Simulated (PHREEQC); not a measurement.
A made-up water analysis in mg/L, 25 °C, pH 2.49, pe 12.5:

```tsv
constituent	mg/L
Na	74.4
K	19.9
Ca	36.7
Mg	17.1
Cl	71.1
S(6) as SO4	548
Ni	0.936
Zn	8.4
Fe(3)	0.535
```

Cl is adjusted to close the charge balance.
Valence states are taken as typed.

Computed with PHREEQC (ion-association model, wateq4f.dat).

Q: The ionic strength comes out as 0.0155 mol/kgw. What activity coefficients do Ni+2, CaHSO4+, H+, Cl-, NaSO4- get?

A: Ni+2 0.61, CaHSO4+ 0.88, H+ 0.90, Cl- 0.88, NaSO4- 0.89.

Precipitation was switched off in this run. Saturation is exceeded, for instance for Hematite (slow to form), Goethite (slow to form); the values hold only as long as no solid forms.
